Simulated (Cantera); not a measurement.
**Thermodynamics of carbothermic reduction, feed Fe2O3 + CO + N2**

A closed system holds: 1 mol Fe2O3, a varied amount of CO, 0.38 mol N2, equilibrated at 1573.15 K and 1 atm.

Equilibrium computed with Cantera from the NASA thermochemical tables; the gas is ideal and each condensed phase is pure. Candidate condensed phases: C, Fe, Fe(CO)5, FeO, Fe2O3, Fe3O4; 27 gas species. Mutual solubility and eutectic melting of coexisting phases are not modelled. The tables' stoichiometric FeO is somewhat more stable than real wüstite, so its field is too wide. FeO: taken at fixed stoichiometry. Equilibrium is a limit: real reactors are often held back by kinetics, nucleation or transport.

From 0.56 mol CO to 0.94 mol CO the condensed part is FeO(s) + Fe3O4(s). From 1.2 mol CO to 7.2 mol CO the condensed part is FeO(s). From 9.3 mol CO to 12 mol CO the condensed part is Fe(γ) + FeO(s).

```csv
n(CO) (mol),x CO,x CO2,x N2,x NO,n FeO(s),n Fe3O4(s),n Fe(γ)
0.56,0.0281,0.568,0.404,7.51e-7,0.601,0.466,0
0.73,0.0310,0.627,0.342,6.91e-7,1.09,0.304,0
0.94,0.0336,0.679,0.288,6.34e-7,1.69,0.104,0
1.2,0.127,0.633,0.241,1.43e-7,2.00,0,0
1.6,0.303,0.505,0.192,4.27e-8,2.00,0,0
2,0.420,0.420,0.160,2.34e-8,2.00,0,0
2.6,0.537,0.336,0.128,1.31e-8,2.00,0,0
3.4,0.635,0.265,0.101,7.73e-9,2.00,0,0
4.3,0.705,0.214,0.0812,5.05e-9,2.00,0,0
5.6,0.769,0.167,0.0635,3.21e-9,2.00,0,0
7.2,0.818,0.132,0.0501,2.11e-9,2.00,0,0
9.3,0.832,0.129,0.0393,1.79e-9,1.75,0,0.246
12,0.839,0.130,0.0307,1.59e-9,1.39,0,0.608
```
x: gas mole fraction; n: condensed amount in mol.
